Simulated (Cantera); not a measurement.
Charge: 1 mol SiH2Cl2, a varied amount of HCl, 590 mol H2, equilibrated at 750 Torr.

Equilibrium computed with Cantera from the NASA thermochemical tables; the gas is ideal and each condensed phase is pure. Candidate condensed phases: Si; 19 gas species. The tables' values for SiCl3 are old estimates. The numbers say what is thermodynamically allowed, not how fast it happens.

Question: What condenses at these points (T in K, n(HCl) in mol): (825, 2.3); (925, 0.55); (1625, 0.13); (1125, 1.1); (1025, 0.55)?

Answer: 
```json
[
 {"T (K)": "825", "n(HCl) in mol": "2.3", "condensed phases": "gas only", "Si condensed (%)": "0.0"},
 {"T (K)": "925", "n(HCl) in mol": "0.55", "condensed phases": "Si", "Si condensed (%)": "41.3"},
 {"T (K)": "1625", "n(HCl) in mol": "0.13", "condensed phases": "Si", "Si condensed (%)": "96.8"},
 {"T (K)": "1125", "n(HCl) in mol": "1.1", "condensed phases": "Si", "Si condensed (%)": "80.4"},
 {"T (K)": "1025", "n(HCl) in mol": "0.55", "condensed phases": "Si", "Si condensed (%)": "66.1"}
]
```
